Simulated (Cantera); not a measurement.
Input: 1 mol PH3, 1.6 mol O2, equilibrated at 13300 Pa.

Equilibrium computed with Cantera from the NASA thermochemical tables; the gas is ideal and each condensed phase is pure. Candidate condensed phases: H2O, P, P4O10; 17 gas species. Gases not in the tables: HPO2, HPO3 and P4O6. Rates play no part. All values below are at 2123 K.

Base state: H2O 0.518, PO2 0.357, H2 0.0778, PO 0.0420, H 0.00274, OH 0.00226, O2 0.000160, O 5.64e-5 (mole fractions); condensed: gas only.

Q: What changes in the equilibrium state with this change: pressure from 13300 Pa to 550 Pa?

A: 
```json
[
 {"species": "H2O", "before": "0.518", "after": "0.498"},
 {"species": "PO2", "before": "0.357", "after": "0.349"},
 {"species": "H2", "before": "0.0778", "after": "0.0802"},
 {"species": "H", "before": "0.00274", "after": "0.0137"},
 {"species": "OH", "before": "0.00226", "after": "0.0105"},
 {"species": "PO", "before": "0.0420", "after": "0.0441"},
 {"species": "O", "before": "5.64e-5", "after": "0.00127"},
 {"species": "O2", "before": "0.000160", "after": "0.00336"}
]
```
